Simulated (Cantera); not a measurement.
A perfectly stirred reactor is fed with CH₃OH : O₂ : N₂ : H₂O = 1 : 1.7 : 6.41 : 2.1 (molar parts), equivalence ratio 0.88, at 750 Torr; it is adiabatic with a 525 K inlet, and is followed from long to short residence time, starting on the burning branch (τ in s: 0.1, 0.055, 0.03, 0.016, 0.0085, 0.0046, 0.0025, 0.0013, 0.00071, 0.00038, 0.0002, 0.00011, 5.9e-05).

Computed with Cantera and GRI-Mech 3.0 (53 species, 325 reactions). GRI-Mech 3.0 was tuned for natural gas; its chemistry of methanol as a main component is partial and can be far from experiment.

Question: What does this change do: inlet temperature 525 to 723 K?

Answer: 
```json
[
 {"quantity": "blow-out, bracketed by the residence times tried", "before": "burning at 0.200 ms, out at 0.110 ms", "after": "burning at 0.110 ms, out at 59.0 µs"},
 {"quantity": "x(CH₃OH) at τ = 0.100 s", "before": "1.92e-6", "after": "1.12e-6"},
 {"quantity": "x(O₂) at τ = 0.100 s", "before": "0.0178", "after": "0.0182"},
 {"quantity": "x(H₂O) at τ = 0.100 s", "before": "0.347", "after": "0.345"},
 {"quantity": "x(H) at τ = 0.100 s", "before": "0.000114", "after": "0.000206"},
 {"quantity": "x(NO) at τ = 0.100 s", "before": "6.06e-5", "after": "0.000283"},
 {"quantity": "x(CH₃OH) at τ = 2.50 ms", "before": "2.47e-5", "after": "1.78e-5"},
 {"quantity": "x(O₂) at τ = 2.50 ms", "before": "0.0233", "after": "0.0239"},
 {"quantity": "x(H₂O) at τ = 2.50 ms", "before": "0.335", "after": "0.333"},
 {"quantity": "x(H) at τ = 2.50 ms", "before": "0.00166", "after": "0.00188"},
 {"quantity": "x(NO) at τ = 2.50 ms", "before": "1.16e-5", "after": "2.57e-5"}
]
```
